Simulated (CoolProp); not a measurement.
Vapour-liquid equilibrium of R143a (1) + R152A (2) at 280.8 K; x and y are mole fractions of (1).

Computed with CoolProp (multi-fluid Helmholtz-energy mixture model, Lemmon and Jacobsen 2000 and Outcalt 1996; pair parameters Bell 2016).

Task: Give the bubble pressure and the first vapour's composition at x = 0.05, 0.125, 0.95. Is there an azeotrope?

Result: x = 0.05: 372.9 kPa, y = 0.114; x = 0.125: 413.0 kPa, y = 0.252; x = 0.95: 761.5 kPa, y = 0.969. No azeotrope shows between x = 0.05 and 0.95.

The pair parameters rest on a limited set of measurements; away from them the model extrapolates.
